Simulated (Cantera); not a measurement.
Feed: 1 mol Cu2O, 10 mol H2, at 1575 K.

These are equilibrium values from Cantera (NASA tables, ideal gas, pure condensed phases), not measurements of a reactor. Candidate condensed phases: Cu, CuO, Cu(OH)2, Cu2O, H2O; 12 gas species. The numbers say what is thermodynamically allowed, not how fast it happens.

Problem. What share of the Cu ends up in condensed phases as a function of P (Pa), at 10, 36, 130, 460, 1700, 6000, 22000, 77000, 280000, 1000000?

Solution. 
```csv
P (Pa),Cu condensed (%),as
10,0.0,-
36,58.8,Cu(l)
130,89.2,Cu(l)
460,97.0,Cu(l)
1700,99.2,Cu(l)
6000,99.8,Cu(l)
22000,99.9,Cu(l)
77000,100.0,Cu(l)
280000,100.0,Cu(l)
1000000,100.0,Cu(l)
```
